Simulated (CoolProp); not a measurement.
R115 along the isobar 4610 kPa: density (kg/m³) from the reference equation and from simpler models built on Tc = 80.0 °C, pc = 3129 kPa, ω = 0.248; each cubic takes its own stable root.

Values from CoolProp's reference Helmholtz-energy equation of state, Lemmon 2016.

```
T (°C)          phase  reference  van der Waals  Redlich-Kwong  Soave-Redlich-Kwong  Peng-Robinson
------  -------------  ---------  -------------  -------------  -------------------  -------------
-16.35         liquid       1486          965.7           1369                 1414           1597
1.05           liquid       1422          930.4           1301                 1347           1521
18.35          liquid       1354          892.0           1226                 1270           1435
35.75          liquid       1278          848.9           1142                 1182           1333
53.15          liquid       1188          799.7           1045                 1076           1210
70.55          liquid       1075          741.4          927.9                942.4           1053
87.85   supercritical      899.3          668.3          775.1                756.9          831.2
105.25  supercritical      541.8          565.5          556.6                494.4          526.8
122.65  supercritical      377.2          432.7          396.2                359.4          379.6
139.95  supercritical      311.8          346.8          325.9                300.4          315.5
157.35  supercritical      273.2          299.1          284.8                264.6          276.6
174.75  supercritical      246.5          267.7          256.6                239.5          249.5
192.15  supercritical      226.4          244.6          235.4                220.5          229.0
209.45  supercritical      210.6          226.7          218.7                205.4          212.8
226.85  supercritical      197.5          211.9          204.9                192.8          199.3
```
